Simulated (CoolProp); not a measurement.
A simple Rankine cycle with R245fa: condensing at 299.15 K, boiler at 1.5 MPa, turbine inlet 439 K, turbine efficiency 0.6, pump efficiency 0.7, no recuperator. Each further row changes one setting.

Model: reference Helmholtz-energy equation of state, Akasaka 2015, in CoolProp.

```
case                             thermal efficiency (%)  net work (kJ/kg)  heat in (kJ/kg)  turbine exit temperature (K)  volume ratio over the turbine
-------------------------------  ----------------------  ----------------  ---------------  ----------------------------  -----------------------------
as stated                                           [?]              30.7              317                         397.1                           10.0
condensing temperature 291.15 K                    10.6              34.8              327                         392.7                           13.4
boiler pressure 1.05 MPa                            [?]              27.1              322                           [?]                            [?]
turbine efficiency 0.5                              8.0              25.4              317                         402.2                           10.1
```

Q: Complete the blanks.

A: 
- as stated, thermal efficiency (%): 9.7
- boiler pressure 1.05 MPa, thermal efficiency (%): 8.4
- boiler pressure 1.05 MPa, turbine exit temperature (K): 405.5
- boiler pressure 1.05 MPa, volume ratio over the turbine: 6.81
